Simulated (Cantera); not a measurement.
**Equilibrium for carbon deposition, reforming and gasification: CH4 + H2O + N2**

Input: 1 mol CH4, a varied amount of H2O, 21 mol N2, at 28000 Pa.

Equilibrium computed with Cantera from the NASA thermochemical tables; the gas is ideal and each condensed phase is pure. Candidate condensed phases: C, C6H6, C7H8, C8H18, H2O; 136 gas species. Equilibrium is a limit: real reactors are often held back by kinetics, nucleation or transport.

Stable condensed phases:

```
T in °C \ n(H2O) in mol
         0.21  0.6 0.99  1.4  1.8  2.2  2.5  2.9  3.3  3.7
   2702     A    A    A    A    A    A    A    A    A    A
   2602     A    A    A    A    A    A    A    A    A    A
   2502     A    A    A    A    A    A    A    A    A    A
   2402     B    A    A    A    A    A    A    A    A    A
   2302     B    A    A    A    A    A    A    A    A    A
   2202     B    A    A    A    A    A    A    A    A    A
   2102     B    A    A    A    A    A    A    A    A    A
   2002     B    B    A    A    A    A    A    A    A    A
   1902     B    B    A    A    A    A    A    A    A    A
   1802     B    B    A    A    A    A    A    A    A    A
```

A: gas only; B: C.
